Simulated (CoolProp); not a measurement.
The fluid at 263.78 K and 0.238 MPa (stagnation) flows isentropically through a choked orifice. The same conditions are run with several fluids, on thermodynamics alone (safety and materials aside).

Values from CoolProp's reference Helmholtz-energy equation of state of each fluid (CH2F2 (R32): Tillner-Roth 1997; nitrous oxide: Lemmon 2006; R13: Platzer 1990; sulfur hexafluoride: Guder 2009; hydrogen chloride: Thol 2018). The equations of Platzer and Polt are older, rougher fits.

| fluid | throat to inlet pressure ratio | mass flux (kg/(m² s)) | throat temperature (K) |
|---|---|---|---|
| CH2F2 (R32) | 0.552 | 783 | 232.9 |
| nitrous oxide | 0.544 | 718 | 228.9 |
| R13 | 0.574 | 1060 | 243.9 |
| sulfur hexafluoride | 0.586 | 1240 | 249.9 |
| hydrogen chloride | 0.529 | 671 | 220.1 |
